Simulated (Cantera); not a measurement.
An isothermal, constant-pressure homogeneous reactor starts with N2O : H2O = 1 : 0.14 (molar parts), at 1100 K and 100.0 Torr. Integrator tolerance rtol = 1e-08.

Detailed kinetics in Cantera: GRI-Mech 3.0 (53 species, 325 reactions). GRI-Mech 3.0 was tuned for natural gas; its chemistry of N2O as a main component is partial and can be far from experiment. The mechanism lacks the step 2 NO + O2 → 2 NO2, which can matter for NO2 below about 1400 K. The temperature is held fixed by assumption; the heat of reaction is taken as removed at once.

What does this change do: pressure from 100.0 Torr to 10.00 Torr?


```tsv
quantity	before	after
x(N2O) at 50.0 s	0.327 (gas-phase equilibrium 2.19e-9)	0.779 (gas-phase equilibrium 6.91e-10)
x(H2O) at 50.0 s	0.0993 (gas-phase equilibrium 0.0854)	0.119 (gas-phase equilibrium 0.0854)
x(NO) at 50.0 s	0.0181 (gas-phase equilibrium 9.06e-5)	0.00307 (gas-phase equilibrium 9.06e-5)
x(O) at 50.0 s	3.15e-7 (gas-phase equilibrium 3.80e-9)	3.93e-7 (gas-phase equilibrium 1.20e-8)
x(HO2) at 50.0 s	5.56e-8 (gas-phase equilibrium 2.94e-9)	5.42e-7 (gas-phase equilibrium 1.66e-9)
x(O2) at 50.0 s	0.182 (gas-phase equilibrium 0.305)	0.0320 (gas-phase equilibrium 0.305)
x(H2O2) at 50.0 s	1.06e-8 (gas-phase equilibrium 1.55e-10)	5.09e-9 (gas-phase equilibrium 4.92e-11)
```
Radical loss at walls, strong at low pressure, is not modelled.

What does this change do: pressure from 100.0 Torr to 1.60 bar?


```csv
quantity,before,after
x(N2O) at 50.0 s,0.327 (gas-phase equilibrium 2.19e-9),0.00457 (gas-phase equilibrium 7.57e-9)
x(H2O) at 50.0 s,0.0993 (gas-phase equilibrium 0.0854),0.0856 (gas-phase equilibrium 0.0854)
x(NO) at 50.0 s,0.0181 (gas-phase equilibrium 9.06e-5),0.0183 (gas-phase equilibrium 9.06e-5)
x(O) at 50.0 s,3.15e-7 (gas-phase equilibrium 3.80e-9),4.76e-9 (gas-phase equilibrium 1.10e-9)
x(HO2) at 50.0 s,5.56e-8 (gas-phase equilibrium 2.94e-9),9.28e-9 (gas-phase equilibrium 5.48e-9)
x(O2) at 50.0 s,0.182 (gas-phase equilibrium 0.305),0.294 (gas-phase equilibrium 0.305)
x(H2O2) at 50.0 s,1.06e-8 (gas-phase equilibrium 1.55e-10),2.13e-9 (gas-phase equilibrium 5.39e-10)
```

What does this change do: temperature 1100 to 1150 K?


| quantity | before | after |
|---|---|---|
| x(N2O) at 50.0 s | 0.327 (gas-phase equilibrium 2.19e-9) | 0.0774 (gas-phase equilibrium 3.25e-9) |
| x(H2O) at 50.0 s | 0.0993 (gas-phase equilibrium 0.0854) | 0.0887 (gas-phase equilibrium 0.0854) |
| x(NO) at 50.0 s | 0.0181 (gas-phase equilibrium 9.06e-5) | 0.0328 (gas-phase equilibrium 0.000140) |
| x(O) at 50.0 s | 3.15e-7 (gas-phase equilibrium 3.80e-9) | 5.44e-7 (gas-phase equilibrium 1.27e-8) |
| x(HO2) at 50.0 s | 5.56e-8 (gas-phase equilibrium 2.94e-9) | 2.39e-8 (gas-phase equilibrium 5.54e-9) |
| x(O2) at 50.0 s | 0.182 (gas-phase equilibrium 0.305) | 0.261 (gas-phase equilibrium 0.305) |
| x(H2O2) at 50.0 s | 1.06e-8 (gas-phase equilibrium 1.55e-10) | 8.64e-9 (gas-phase equilibrium 2.58e-10) |
